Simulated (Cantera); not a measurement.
Charge: 1 mol SiCl4, a varied amount of N2, at 2098 K and 0.000330 bar.

Cantera equilibrium calculation (NASA polynomials, part measured and part estimated; ideal gas, pure solids and liquids). Candidate condensed phases: Si, Si3N4; 13 gas species. The tables' values for SiCl, SiCl3, SiN are old estimates; treat these amounts as uncertain. Rates play no part.

At 4.5 mol N2, list the 4 most abundant gas species with their mole fractions, and the condensed phases.

N2 0.593, Cl 0.275, SiCl2 0.123, Si 0.00464. Condensed: gas only.
